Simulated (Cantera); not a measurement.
Standard-state values (1 bar) from the NASA 1993 polynomials, evaluated with Cantera. Values are per mole of reaction as written; species without (g) are pure solids or liquids, kept so even where they would boil at 1 bar. TaC: taken at fixed stoichiometry.

Question: Between 1348 and 2748 K, where is each reaction favourable under standard conditions?
- 3 TaO2(g) + 4 CH3(g) → 3 TaC + C + 6 H2O(g)

Answer: 
- 3 TaO2(g) + 4 CH3(g) → 3 TaC + C + 6 H2O(g): ΔG° is -1422 kJ at 1348 K and -1007 kJ at 2748 K; it stays negative (K > 1). ΔH° is -1777 kJ and ΔS° -280 J/K at 2748 K.
